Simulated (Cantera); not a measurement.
## Hydrocarbon pyrolysis for carbon deposition

An isothermal, constant-pressure homogeneous reactor starts with 1.03 % C2H6, 99.0 % N2, at 1550 K and 0.133 bar.

Model: GRI-Mech 3.0 (53 species, 325 reactions), integrated in Cantera. GRI-Mech 3.0 stops at C3 and has no aromatics, soot or wall deposition, so with more carbon than oxygen in the feed, carbon stays in small species such as C2H2 where larger ones or solid carbon would form.

```csv
t (s),x C2H6,x CH2,x H2,x C2H2,x HCN,x C2H
1.00e-5,0.0103,1.15e-9,8.59e-8,4.04e-12,<1e-12,<1e-12
3.32e-5,0.0101,4.14e-8,2.96e-6,5.06e-10,1.56e-12,<1e-12
0.000110,0.00965,1.04e-6,0.000130,3.03e-7,5.91e-9,8.39e-12
0.000367,0.00678,4.67e-6,0.00221,9.39e-5,5.97e-7,1.12e-8
0.00122,0.00132,4.36e-6,0.00865,0.00201,2.54e-6,9.43e-8
0.00405,3.75e-5,7.11e-7,0.0141,0.00622,3.81e-6,8.49e-8
0.0134,4.14e-6,9.11e-8,0.0162,0.00820,3.96e-6,3.53e-8
0.0446,9.70e-7,1.98e-8,0.0170,0.00895,3.99e-6,1.74e-8
0.148,5.05e-7,1.04e-8,0.0173,0.00912,4.00e-6,1.30e-8
0.493,4.11e-7,9.35e-9,0.0176,0.00922,4.04e-6,1.30e-8
1.64,2.46e-7,7.45e-9,0.0182,0.00943,4.14e-6,1.35e-8
5.44,7.62e-8,4.36e-9,0.0191,0.00973,4.37e-6,1.44e-8
18.1,1.14e-8,1.77e-9,0.0198,0.00996,4.73e-6,1.52e-8
60.0,1.21e-9,5.82e-10,0.0201,0.0101,5.14e-6,1.55e-8
```
x: mole fraction; the columns are a selection and need not sum to one.

Equilibrium at this temperature and pressure: C2H6 9.24e-12, CH2 4.50e-11, H2 0.0202, C2H2 0.00123, HCN 0.0177, C2H 1.91e-9 (gas phase only).
